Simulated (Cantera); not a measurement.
## Equilibrium for silicon oxide and oxynitride deposition: SiH4 + N2O + H2

Input: 1 mol SiH4, 0.28 mol N2O, 2.6 mol H2, at 480 Torr.

Equilibrium computed with Cantera from the NASA thermochemical tables; the gas is ideal and each condensed phase is pure. Candidate condensed phases: H2O, Si, SiO2, Si2N2O, Si3N4; 35 gas species. Mutual solubility and eutectic melting of coexisting phases are not modelled. Gases not in the tables: Si2H6 and higher silanes. Kinetics and transport are ignored.

| T (K) | x H2 | x N2 | x SiO | x H | x SiH2 | x Si | x SiH | n Si(s) | n Si2N2O(s) | n Si(l) |
|---|---|---|---|---|---|---|---|---|---|---|
| 1375 | 1.000 | 4.88e-7 | 5.03e-7 | 4.28e-6 | 2.58e-7 | 6.41e-10 | 2.89e-9 | 0.440 | 0.280 | 0 |
| 1450 | 1.000 | 3.19e-6 | 3.22e-6 | 1.18e-5 | 7.69e-7 | 4.81e-9 | 1.53e-8 | 0.440 | 0.280 | 0 |
| 1525 | 1.000 | 1.72e-5 | 1.72e-5 | 2.96e-5 | 2.06e-6 | 2.95e-8 | 6.84e-8 | 0.440 | 0.280 | 0 |
| 1600 | 1.000 | 7.84e-5 | 7.84e-5 | 6.80e-5 | 5.00e-6 | 1.52e-7 | 2.66e-7 | 0.440 | 0.280 | 0 |
| 1675 | 0.999 | 0.000311 | 0.000311 | 0.000145 | 1.12e-5 | 6.78e-7 | 9.11e-7 | 0.441 | 0.279 | 0 |
| 1750 | 0.997 | 0.00116 | 0.00116 | 0.000290 | 2.08e-5 | 2.35e-6 | 2.48e-6 | 0 | 0.275 | 0.445 |
| 1825 | 0.992 | 0.00394 | 0.00394 | 0.000548 | 3.53e-5 | 7.11e-6 | 6.01e-6 | 0 | 0.262 | 0.458 |
| 1900 | 0.975 | 0.0121 | 0.0121 | 0.000979 | 5.68e-5 | 1.97e-5 | 1.35e-5 | 0 | 0.223 | 0.497 |
| 1975 | 0.930 | 0.0340 | 0.0340 | 0.00165 | 8.55e-5 | 5.05e-5 | 2.81e-5 | 0 | 0.112 | 0.607 |
x: gas mole fraction; n: condensed amount in mol.

From 1375 K to 1675 K the condensed part is Si(s) + Si2N2O(s). From 1750 K to 1975 K the condensed part is Si(l) + Si2N2O(s). The main Si-bearing gas is SiH4 at 1375 K and SiO at 1975 K.
